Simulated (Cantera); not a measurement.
Input (Python, Cantera):

```python
import numpy as np
import cantera as ct

gas = ct.Solution("SiF4_NH3_mec.yaml", "gas")
gas.TPX = 1825, 2300, {'NH3': 1, 'H2': 0.24}
reactor = ct.IdealGasConstPressureReactor(gas, energy="off", clone=False)
net = ct.ReactorNet([reactor])
net.rtol, net.atol = 1e-08, 1e-18
show = ['NH3', 'H2', 'N2H4', 'NH2', 'N2']
times = np.geomspace(7e-05, 10, 12)

steps = ct.SolutionArray(gas, extra=["t"])
rows = []
print(f"{'t/s':>10s}{'T/K':>9s}{'P/Pa':>11s}" + "".join(f"{s:>11s}" for s in show))
for t in times:
    while net.time < t:
        t_next = net.step()
        steps.append(gas.state, t=t_next)
    rows.append([np.interp(t, steps.t, y) for y in (steps.T, steps.P, *steps(*show).X.T)])
    print(f"{t:10.3e}{rows[-1][0]:9.1f}{rows[-1][1]:11.4g}" + "".join(f"{x:11.3e}" for x in rows[-1][2:]))
rate = np.gradient(steps.T, steps.t)
print("integrator steps:", len(steps.t))
if steps.T.max() > steps.T[0] + 200:
    print(f"time of steepest temperature rise: {steps.t[rate.argmax()]:.4e} s")
gas.TPX = 1825, 2300, {'NH3': 1, 'H2': 0.24}
gas.equilibrate("TP")
print(f"equilibrium (TP): T = {gas.T:.1f} K  " + "  ".join(f"{s} {gas[s].X[0]:.3e}" for s in show))
```

Output:

```
       t/s      T/K       P/Pa        NH3         H2       N2H4        NH2         N2
 7.000e-05   1825.0       2300  8.064e-01  1.935e-01  3.248e-13  3.052e-06  2.902e-13
 2.059e-04   1825.0       2300  8.064e-01  1.936e-01  3.706e-12  9.100e-06  4.743e-11
 6.058e-04   1825.0       2300  8.064e-01  1.936e-01  3.525e-11  2.687e-05  4.530e-09
 1.782e-03   1825.0       2300  8.063e-01  1.936e-01  3.132e-10  7.890e-05  2.331e-07
 5.243e-03   1825.0       2300  8.061e-01  1.937e-01  2.635e-09  2.279e-04  8.700e-06
 1.543e-02   1825.0       2300  8.048e-01  1.944e-01  1.382e-08  5.212e-04  2.413e-04
 4.538e-02   1825.0       2300  7.989e-01  1.986e-01  1.767e-08  5.894e-04  1.834e-03
 1.335e-01   1825.0       2300  7.816e-01  2.111e-01  1.712e-08  5.801e-04  6.639e-03
 3.928e-01   1825.0       2300  7.336e-01  2.458e-01  1.565e-08  5.545e-04  1.993e-02
 1.155e+00   1825.0       2300  6.148e-01  3.317e-01  1.225e-08  4.908e-04  5.283e-02
 3.399e+00   1825.0       2300  3.908e-01  4.938e-01  6.607e-09  3.604e-04  1.149e-01
 1.000e+01   1825.0       2300  1.421e-01  6.736e-01  1.626e-09  1.789e-04  1.838e-01
integrator steps: 753
equilibrium (TP): T = 1825.0 K  NH3 2.037e-07  H2 7.745e-01  N2H4 1.711e-19  NH2 1.832e-09  N2 2.229e-01
```

Computed with Cantera and the gas-phase N/H chemistry of the illustrative SiF4/NH3 mechanism in the Surface Chemkin manual (1991). Walls and surfaces, which speed up NH3 decomposition in real reactors, are not modelled.
